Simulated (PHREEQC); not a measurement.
Synthetic water in mmol/kgw, 15 °C, pH 5.99, pe 8.2: Na 0.0602; K 0.00834; Ca 0.0171; Mg 0.00335; Cl 0.00719; S(6) 0.00631; Alkalinity (meq/kgw) 0.0854; Pb 0.00279; Si 0.00145; O(0) (counted as O atoms) 4.29e-05.

Valence states are taken as typed.

The numbers come from PHREEQC with the ion-association model, wateq4f.dat.

No solid was allowed to form.

### Question
Order these Pb species by the share of Pb that they hold, largest first: Pb+2, PbSO4, PbCO3, PbOH+, PbHCO3+.

### Answer
Pb+2 (88 %), PbHCO3+ (5.7 %), PbCO3 (4.5 %), PbOH+ (1.6 %), PbSO4 (0.28 %)

The pH is 5.99 and the ionic strength 0.000140 mol/kgw.
